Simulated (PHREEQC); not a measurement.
Make-up at 20 °C: 0.0083 mol/kgw NH4HF2, 0.047 mol/kgw H2SiF6 and 3.2e-05 mol/kgw HCl. Closed to the air; pH follows from the charge balance.

The numbers come from PHREEQC with the ion-association model, wateq4f.dat.

Each row changes one thing in this solution. No solid was allowed to form.

```tsv
case	pH	ionic strength (mol/kgw)	HF (mol/kgw)	H2F2 (mol/kgw)	F- (mol/kgw)	HF2- (mol/kgw)
as made	1.16	0.141	0.0150	0.000724	0.000220	1.25e-5
NH4HF2 from 0.0083 to 0.00166 mol/kgw	1.13	0.139	0.00780	0.000196	___	3.19e-6
HCl left out	1.16	0.141	0.0150	0.000723	0.000220	1.25e-5
H2SiF6 replaced by NaHF2 at the same molality	___	0.0553	___	0.00463	0.0484	___
NH4HF2 left out	1.13	0.137	0.00727	0.000170	9.94e-5	2.74e-6
```

Problem. Some entries are withheld; supply them.

Solution. 
- NH4HF2 from 0.0083 to 0.00166 mol/kgw, F- (mol/kgw): 0.000108
- H2SiF6 replaced by NaHF2 at the same molality, pH: 3.14
- H2SiF6 replaced by NaHF2 at the same molality, HF (mol/kgw): 0.0383
- H2SiF6 replaced by NaHF2 at the same molality, HF2- (mol/kgw): 0.00691

Species that the database lacks are ignored. Some of these states are supersaturated (in Quartz (slow to form), Chalcedony (slow to form), for instance). SiF6-2 is the database's only silicon fluoride.
